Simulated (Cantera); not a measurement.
**Aluminium nitride and oxide growth: AlCl3 + N2O + N2**

Feed: 1 mol AlCl3, 0.89 mol N2O, 4.8 mol N2, at 0.100 bar.

Cantera equilibrium calculation (NASA polynomials, part measured and part estimated; ideal gas, pure solids and liquids). Candidate condensed phases: Al, AlCl3, AlN, Al2O3; 24 gas species. The tables' values for AlCl2 are old estimates; treat these amounts as uncertain. Condensed phases not in the tables: AlOCl. Rates play no part.

From 898 K to 1948 K the condensed part is Al2O3(s). The main Al-bearing gas is AlCl3 throughout.

| T (K) | x N2 | x Cl | x Cl2 | x AlCl3 | n Al2O3(s) |
|---|---|---|---|---|---|
| 898 | 0.815 | 8.04e-5 | 0.127 | 0.0579 | 0.297 |
| 1048 | 0.814 | 0.000868 | 0.127 | 0.0581 | 0.297 |
| 1198 | 0.812 | 0.00516 | 0.124 | 0.0580 | 0.297 |
| 1348 | 0.806 | 0.0202 | 0.116 | 0.0576 | 0.297 |
| 1498 | 0.791 | 0.0563 | 0.0956 | 0.0566 | 0.297 |
| 1648 | 0.768 | 0.115 | 0.0625 | 0.0551 | 0.296 |
| 1798 | 0.744 | 0.172 | 0.0301 | 0.0536 | 0.295 |
| 1948 | 0.731 | 0.205 | 0.0116 | 0.0524 | 0.295 |
x: gas mole fraction; n: condensed amount in mol.
